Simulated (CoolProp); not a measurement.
A single-stage vapour-compression cycle with R13: evaporating at 208.15 K (dew point), condensing at 251.15 K (bubble point), superheat 8 K, subcooling 0 K, compressor efficiency 0.65, no pressure losses. Each further row changes one setting.

Model: reference Helmholtz-energy equation of state, Platzer 1990, in CoolProp. This equation is an older, rougher fit; its heat capacities, sound speeds and derivatives of the liquid may be far off and weren't checked against measurements.

```tsv
case	cooling COP	pressure ratio	discharge temperature (K)	refrigerating effect (kJ/kg)	volumetric capacity (kJ/m³)
as stated	2.44	4.77	296.7	103	1440
evaporating temperature 213.15 K	2.89	3.84	291.1	105	1800
condensing temperature 246.15 K	2.86	4.10	288.5	108	1520
subcooling 5 K	2.56	4.77	296.7	108	1520
superheat 18 K	2.43	4.77	308.2	109	1440
compressor efficiency 0.55	2.06	4.77	307.5	103	1440
```
